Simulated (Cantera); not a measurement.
A closed system holds: 1 mol CH3OH, 4.1 mol CO2, 31 mol H2, equilibrated at 1.50 bar.

Equilibrium computed with Cantera from the NASA thermochemical tables; the gas is ideal and each condensed phase is pure. Candidate condensed phases: C, C6H6, C7H8, C8H18, H2O; 110 gas species. The numbers say what is thermodynamically allowed, not how fast it happens. All values below are at 1950 °C.

Base state: H2 0.758, CO 0.130, H2O 0.104, H 0.00455, CO2 0.00333, OH 9.02e-5 (mole fractions); condensed: gas only.

What changes in the equilibrium state with this change: CO2 from 4.1 to 5.8 mol?


```json
[
 {"species": "H2", "before": "0.758", "after": "0.686"},
 {"species": "CO", "before": "0.130", "after": "0.164"},
 {"species": "H2O", "before": "0.104", "after": "0.139"},
 {"species": "CO2", "before": "0.00333", "after": "0.00621"},
 {"species": "OH", "before": "9.02e-5", "after": "0.000127"}
]
```
